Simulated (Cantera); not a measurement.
A closed system holds: 1 mol TiCl₄, 3.8 mol H₂O, at 1200 °C and 0.480 bar.

Equilibrium computed with Cantera from the NASA thermochemical tables; the gas is ideal and each condensed phase is pure. Candidate condensed phases: H₂O, Ti, TiCl₂, TiCl₃, TiCl₄, TiO, TiO₂, Ti₂O₃, Ti₃O₅, Ti₄O₇; 23 gas species. Gases not in the tables: TiO(OH)₂. The numbers say what is thermodynamically allowed, not how fast it happens.

Base state: HCl 0.689, H₂O 0.310, Cl 0.000549, H₂ 0.000346, Cl₂ 6.13e-5 (mole fractions); condensed: TiO₂(rutile).

### Question
What changes in the equilibrium state with this change: temperature from 1200 °C to 1550 °C?

### Answer
| species | before | after |
|---|---|---|
| HCl | 0.689 | 0.682 |
| H₂O | 0.310 | 0.309 |
| Cl | 0.000549 | 0.00570 |
| H₂ | 0.000346 | 0.00325 |
| H | 3.40e-7 | 3.56e-5 |
| OH | 7.95e-6 | 0.000236 |
| O₂ | 2.89e-6 | 8.34e-5 |
| TiO₂(rutile), mol | 1.000 | 1.000 |
